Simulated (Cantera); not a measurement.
What does this Cantera script print?

```python
import numpy as np
import cantera as ct

gas_names = """
    H H2 H2S N NH NH2 NH3 N2 N2H2 N2H4 S SH SN S2 S8
""".split()
cond_names = """
    S(cr1) S(cr2) S(L)
""".split()


# ... load() reads the species with a 1 bar reference pressure and builds the phases ...
atoms = {
    'H2S': {'H': 2, 'S': 1},
    'H2': {'H': 2},
    'N2': {'N': 2},
}
top_T = {}  # K; cautious upper limits of use, not melting points


# ... equilibrate(T, P, feed) seeds the gas with the atoms and calls Mixture.equilibrate('TP', solver="vcs", rtol=1e-11, max_steps=5000) ...
results = []
T = 1700  # K
P = 13332.2  # Pa
for m in [3.6, 6.7, 9.9, 13, 16, 19, 22, 26, 29, 32, 35, 38, 41]:
    feed = {'H2S': 1, 'H2': 0.099, 'N2': m}  # mol
    mix = equilibrate(T, P, feed)
    results.append((T, P, feed, dict(zip(mix.species_names, mix.species_moles))))

top = {s: max(r[3][s] / sum(r[3][g] for g in gas_names) for r in results) for s in gas_names}
cols = sorted((s for s in top if top[s] > 0.0001), key=lambda s: -top[s])[:6]
seen = [c for c in cond_names if any(r[3].get(c, 0) > 1e-12 for r in results)]
print("log10 of partial pressures in bar; condensed amounts in mol")
print(f"{'n(N2)':>10s}" + "".join(f"{s[:9]:>10s}" for s in cols + seen))
for T, P, feed, n in results:
    ng = sum(n[g] for g in gas_names)
    print(f"{feed['N2']:10.4g}" + "".join(f"{np.log10(max(n[s] / ng * P / 1e5, 1e-99)):10.3f}" for s in cols)
          + "".join(f"{n.get(c, 0):10.4g}" for c in seen))
```

It prints:

```
log10 of partial pressures in bar; condensed amounts in mol
     n(N2)        N2        H2        S2       H2S        SH         S
       3.6    -1.028    -1.613    -1.968    -2.408    -3.277    -4.484
       6.7    -0.965    -1.807    -2.161    -2.698    -3.470    -4.581
       9.9    -0.938    -1.943    -2.296    -2.902    -3.606    -4.648
        13    -0.924    -2.042    -2.395    -3.051    -3.705    -4.698
        16    -0.915    -2.120    -2.473    -3.168    -3.783    -4.737
        19    -0.909    -2.186    -2.539    -3.267    -3.849    -4.770
        22    -0.905    -2.244    -2.596    -3.353    -3.906    -4.798
        26    -0.900    -2.310    -2.661    -3.451    -3.972    -4.831
        29    -0.898    -2.353    -2.705    -3.517    -4.016    -4.853
        32    -0.896    -2.392    -2.744    -3.576    -4.055    -4.873
        35    -0.894    -2.429    -2.780    -3.630    -4.091    -4.891
        38    -0.893    -2.462    -2.814    -3.680    -4.124    -4.907
        41    -0.891    -2.493    -2.844    -3.726    -4.155    -4.923
```

These are equilibrium values from Cantera (NASA tables, ideal gas, pure condensed phases), not measurements of a reactor.
